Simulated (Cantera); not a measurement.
A freely propagating, adiabatic, planar premixed flame of H₂ : O₂ : N₂ : H₂O = 1 : 0.943 : 4.5 : 0.65 (molar parts), unburnt at 350 K and 1.01 bar; mixture-averaged transport, grid criteria slope 0.08 and curve 0.16, no radiation.

Model: the H2/O2 subset of GRI-Mech 3.0, which has no nitrogen chemistry, integrated in Cantera. Burning velocities carry a grid error of a few per cent, more on coarse grids. Lean hydrogen flames are cellular in practice and burn faster than this planar one.

x: mole fraction of selected species; z is measured from the peak of heat release.

```json
[
 {"z (mm)": "-3.07", "T (K)": "351", "u (m/s)": "0.141", "x H₂": "0.134", "x O₂": "0.134", "x H₂O": "0.0926", "x O": "<1e-8", "x HO₂": "2.06e-8", "x OH": "<1e-8"},
 {"z (mm)": "-2.05", "T (K)": "359", "u (m/s)": "0.142", "x H₂": "0.120", "x O₂": "0.136", "x H₂O": "0.0951", "x O": "<1e-8", "x HO₂": "2.97e-7", "x OH": "<1e-8"},
 {"z (mm)": "-1.54", "T (K)": "380", "u (m/s)": "0.149", "x H₂": "0.105", "x O₂": "0.137", "x H₂O": "0.1000", "x O": "<1e-8", "x HO₂": "1.49e-6", "x OH": "<1e-8"},
 {"z (mm)": "-1.02", "T (K)": "454", "u (m/s)": "0.174", "x H₂": "0.0804", "x O₂": "0.136", "x H₂O": "0.114", "x O": "<1e-8", "x HO₂": "9.31e-6", "x OH": "<1e-8"},
 {"z (mm)": "-0.512", "T (K)": "711", "u (m/s)": "0.268", "x H₂": "0.0455", "x O₂": "0.122", "x H₂O": "0.154", "x O": "___", "x HO₂": "0.000101", "x OH": "3.59e-7"},
 {"z (mm)": "-0.256", "T (K)": "949", "u (m/s)": "0.357", "x H₂": "0.0270", "x O₂": "0.105", "x H₂O": "0.187", "x O": "___", "x HO₂": "0.000166", "x OH": "5.24e-5"},
 {"z (mm)": "0", "T (K)": "1183", "u (m/s)": "0.445", "x H₂": "0.0114", "x O₂": "0.0858", "x H₂O": "0.219", "x O": "___", "x HO₂": "9.20e-5", "x OH": "0.000490"},
 {"z (mm)": "0.256", "T (K)": "1309", "u (m/s)": "0.492", "x H₂": "0.00378", "x O₂": "0.0751", "x H₂O": "0.236", "x O": "___", "x HO₂": "5.26e-5", "x OH": "0.00104"},
 {"z (mm)": "0.512", "T (K)": "1358", "u (m/s)": "0.511", "x H₂": "0.00141", "x O₂": "0.0718", "x H₂O": "0.242", "x O": "___", "x HO₂": "3.18e-5", "x OH": "0.00105"},
 {"z (mm)": "1.02", "T (K)": "1385", "u (m/s)": "0.521", "x H₂": "0.000337", "x O₂": "0.0705", "x H₂O": "0.245", "x O": "___", "x HO₂": "1.17e-5", "x OH": "0.000658"},
 {"z (mm)": "2.05", "T (K)": "1392", "u (m/s)": "0.524", "x H₂": "5.53e-5", "x O₂": "0.0703", "x H₂O": "0.246", "x O": "___", "x HO₂": "2.42e-6", "x OH": "0.000299"},
 {"z (mm)": "4.10", "T (K)": "1394", "u (m/s)": "0.524", "x H₂": "8.55e-6", "x O₂": "0.0704", "x H₂O": "0.246", "x O": "___", "x HO₂": "4.72e-7", "x OH": "0.000138"},
 {"z (mm)": "8.20", "T (K)": "1394", "u (m/s)": "0.524", "x H₂": "1.83e-6", "x O₂": "0.0704", "x H₂O": "0.246", "x O": "___", "x HO₂": "1.37e-7", "x OH": "7.40e-5"}
]
```

Q: Some entries are withheld; supply them.

A: 
- -0.512, x O: 4.94e-7
- -0.256, x O: 3.82e-5
- 0, x O: 0.000352
- 0.256, x O: 0.000477
- 0.512, x O: 0.000313
- 1.02, x O: 9.78e-5
- 2.05, x O: 1.80e-5
- 4.10, x O: 3.69e-6
- 8.20, x O: 1.05e-6
